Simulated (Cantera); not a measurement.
Charge: 1 mol FeS₂, 0.42 mol O₂, 47 mol N₂, equilibrated at 19.0 mbar.

Method: chemical equilibrium by Gibbs-energy minimisation in Cantera with the NASA 1993 tables (ideal gas, pure condensed phases). Candidate condensed phases: Fe, FeO, FeS, FeSO₄, FeS₂, Fe₂O₃, Fe₂(SO₄)₃, Fe₃O₄, S; 19 gas species. Metal and sulfide melt together well below either melting point, which pure phases cannot show. Mutual solubility and eutectic melting of coexisting phases are not modelled. The tables' stoichiometric FeO is somewhat more stable than real wüstite, so its field is too wide. FeO, FeS: taken at fixed stoichiometry. Gases not in the tables: S₃ to S₇. Rates play no part.

log p: log10 of the partial pressure in bar; n: condensed amount in mol.

```
T (K)  log p N₂  log p S₂  log p SO₂  log p SO  log p S  n FeS₂(s)  n Fe₃O₄(s)  n FeS(s)  n FeO(s)  n FeS(l)
-----  --------  --------  ---------  --------  -------  ---------  ----------  --------  --------  --------
625       -1.72     -7.12      -3.90    -11.72     <-13      0.842      0.0525         0         0         0
725       -1.72     -5.64      -3.90     -9.95     <-13      0.838      0.0539         0         0         0
825       -1.73     -3.94      -3.78     -8.40      ___          0           0      1.00         0         0
925       -1.73     -3.94      -3.78     -7.57      ___          0           0      1.00         0         0
1025      -1.73     -3.94      -3.78     -6.90      ___          0           0      1.00         0         0
1125      -1.73     -3.94      -3.78     -6.35      ___          0           0      1.00         0         0
1225      -1.73     -3.94      -3.78     -5.89      ___          0           0      1.00         0         0
1325      -1.73     -3.83      -3.84     -5.50      ___          0           0     0.891     0.109         0
1425      -1.73     -3.69      -3.99     -5.21      ___          0           0     0.689     0.311         0
1525      -1.73     -3.62      -4.12     -4.96      ___          0           0         0     0.429     0.571
1625      -1.73     -3.59      -4.22     -4.75      ___          0           0         0     0.492     0.505
```

What belongs in the gaps?


- 825, log p S: -12.52
- 925, log p S: -11.04
- 1025, log p S: -9.85
- 1125, log p S: -8.88
- 1225, log p S: -8.06
- 1325, log p S: -7.31
- 1425, log p S: -6.63
- 1525, log p S: -6.08
- 1625, log p S: -5.60
